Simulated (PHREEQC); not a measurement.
Consider water at 2.7 °C with 0.093 mol/kgw MgSO4, 3.3e-05 mol/kgw MnCl2 and 5e-05 mol/kgw KBr. It is in equilibrium with CO2 at log p = -3.4 (atm). Otherwise closed; pH follows from the charge balance.

All values are PHREEQC results (ion-association model, wateq4f.dat), not measurements.

| quantity | before | after |
|---|---|---|
| pH | 5.65 | 5.63 |
| ionic strength (mol/kgw) | 0.222 | 0.121 |
| Mn+2 (mol/kgw) | 2.11e-5 | 1.13e-5 |
| HCO3- (mol/kgw) | 4.80e-6 | 4.34e-6 |
| MnHCO3+ (mol/kgw) | 2.98e-9 | 1.71e-9 |
| SI of Rhodochrosite (MnCO3) | -4.50 | -4.74 |

Question: What was changed between the two runs?
A. MgSO4 left out
B. diluted 2-fold with water
C. diluted 100-fold with water
D. MnCl2 from 3.3e-05 to 0.00033 mol/kgw
E. KBr left out

Answer: B, diluted 2-fold with water

This is a speciation only: nothing precipitates in the calculation. Constants without temperature data keep their 25 °C values here.
